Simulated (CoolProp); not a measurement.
Octamethylcyclotetrasiloxane (D4) at several states: fugacity coefficient from the reference equation and from simpler models built on Tc = 586.5 K, pc = 1347 kPa, ω = 0.598; each cubic takes its own stable root.

The numbers come from the reference Helmholtz-energy equation of state, Thol 2015 in CoolProp.

```tsv
T (K)	p (kPa)	phase	reference
509.7	648	liquid	0.5025
311.2	2220	liquid	0.0001990
593.7	15.6	gas	0.9961
578.9	52.7	gas	0.9856
337.8	2630	liquid	0.0008521
611.8	5660	supercritical	0.3128
```

Q: How far does each simpler model (Redlich-Kwong, Soave-Redlich-Kwong, Peng-Robinson) lie from the reference over these 6 states: mean and median of the absolute difference, and the worst?

A: 
- Redlich-Kwong: mean 503.7 %, median 21.6 %, worst +1968.3 % at 311.2 K and 2220 kPa
- Soave-Redlich-Kwong: mean 5.9 %, median 5.5 %, worst +14.2 % at 311.2 K and 2220 kPa
- Peng-Robinson: mean 7.2 %, median 0.5 %, worst +27.1 % at 311.2 K and 2220 kPa
